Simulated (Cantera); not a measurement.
Source: NASA polynomial tables (part measured, part estimated), evaluated in Cantera. Values are per mole of reaction as written; species without (g) are pure solids or liquids, kept so even where they would boil at 1 bar.

**Question.** Between 423 and 623 K, where is each reaction favourable under standard conditions?
- 10 O(g) + 4 PH₃(g) ⇌ 12 H(g) + P₄O₁₀

**Answer.** 
- 10 O(g) + 4 PH₃(g) ⇌ 12 H(g) + P₄O₁₀: ΔG° is -2552 kJ at 423 K and -2397 kJ at 623 K; it stays negative (K > 1). ΔH° is -2862 kJ and ΔS° -747 J/K at 623 K.
